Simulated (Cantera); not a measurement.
An adiabatic, constant-volume homogeneous reactor starts with CH4 : C2H6 : C3H8 : O2 : N2 = 1 : 0.041 : 0.68 : 2.52 : 9.47 (molar parts), equivalence ratio 2.2, at 1625 K and 563 Torr. Integrator tolerance rtol = 1e-08.

Detailed kinetics in Cantera: GRI-Mech 3.0 (53 species, 325 reactions). GRI-Mech 3.0 was tuned for natural gas; its chemistry of propane as a main component is partial and can be far from experiment.

Problem. What does this change do: initial temperature 1625 to 1800 K?

Solution. 
```csv
quantity,before,after
time of steepest temperature rise,52.9 µs,22.7 µs
temperature at 0.200 s,2782 K,2869 K
equilibrium temperature,2782 K,2869 K
x(CH4) at 0.200 s,2.75e-11 (gas-phase equilibrium 3.06e-11),1.74e-11 (gas-phase equilibrium 1.94e-11)
x(C2H6) at 0.200 s,<1e-12 (gas-phase equilibrium <1e-12),<1e-12 (gas-phase equilibrium <1e-12)
x(C3H8) at 0.200 s,<1e-12 (gas-phase equilibrium <1e-12),<1e-12 (gas-phase equilibrium <1e-12)
x(N2O) at 0.200 s,3.28e-8 (gas-phase equilibrium 3.28e-8),5.11e-8 (gas-phase equilibrium 5.11e-8)
x(OH) at 0.200 s,0.00366 (gas-phase equilibrium 0.00366),0.00543 (gas-phase equilibrium 0.00543)
x(H) at 0.200 s,0.0246 (gas-phase equilibrium 0.0246),0.0339 (gas-phase equilibrium 0.0339)
```
Above 3000 K some thermodynamic fits are extrapolated.

Problem. What does this change do: CH4 1 to 0.36 parts?

Solution. 
| quantity | before | after |
|---|---|---|
| time of steepest temperature rise | 52.9 µs | 41.4 µs |
| temperature at 0.200 s | 2782 K | 2947 K |
| equilibrium temperature | 2782 K | 2947 K |
| x(CH4) at 0.200 s | 2.75e-11 (gas-phase equilibrium 3.06e-11) | 1.39e-12 (gas-phase equilibrium 1.63e-12) |
| x(C2H6) at 0.200 s | <1e-12 (gas-phase equilibrium <1e-12) | <1e-12 (gas-phase equilibrium <1e-12) |
| x(C3H8) at 0.200 s | <1e-12 (gas-phase equilibrium <1e-12) | <1e-12 (gas-phase equilibrium <1e-12) |
| x(N2O) at 0.200 s | 3.28e-8 (gas-phase equilibrium 3.28e-8) | 2.06e-7 (gas-phase equilibrium 2.06e-7) |
| x(OH) at 0.200 s | 0.00366 (gas-phase equilibrium 0.00366) | 0.0129 (gas-phase equilibrium 0.0129) |
| x(H) at 0.200 s | 0.0246 (gas-phase equilibrium 0.0246) | 0.0308 (gas-phase equilibrium 0.0308) |
